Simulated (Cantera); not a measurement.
Thermodynamics of iron carbonyl, mercury and lead vapours, feed Pb + O2 + N2

Feed: 1 mol Pb, 0.18 mol O2, 19 mol N2, equilibrated at 1252 °C.

Cantera equilibrium calculation (NASA polynomials, part measured and part estimated; ideal gas, pure solids and liquids). Candidate condensed phases: Pb, PbO, PbO2, Pb3O4; 12 gas species. Each liquid is taken as pure. Mutual solubility and eutectic melting of coexisting phases are not modelled. Gases not in the tables: (PbO)n polymers. Kinetics and transport are ignored.

```tsv
P (Pa)	log p N2	log p Pb	log p PbO	log p O2	log p NO	log p O	n Pb(l)	n PbO(l)
10	-4.02	-5.36	-6.24	-6.23	-7.60	-8.36	0	0
52	-3.31	-4.68	-5.29	-5.69	-6.97	-8.09	0	0
270	-2.59	-4.01	-4.42	-5.29	-6.41	-7.89	0	0
1400	-1.88	-3.33	-3.63	-5.07	-5.94	-7.78	0	0
7200	-1.17	-2.63	-2.90	-4.99	-5.55	-7.74	0	0
37000	-0.45	-1.93	-2.18	-4.97	-5.18	-7.73	0	0
190000	0.27	-1.51	-1.92	-5.29	-4.98	-7.89	0.321	0.236
1000000	1.00	-1.51	-1.92	-5.29	-4.62	-7.89	0.581	0.337
```
log p: log10 of the partial pressure in bar; n: condensed amount in mol.

From 0.000100 bar to 0.370 bar nothing is condensed. From 1.90 bar to 10.0 bar the condensed part is Pb(l) + PbO(l).
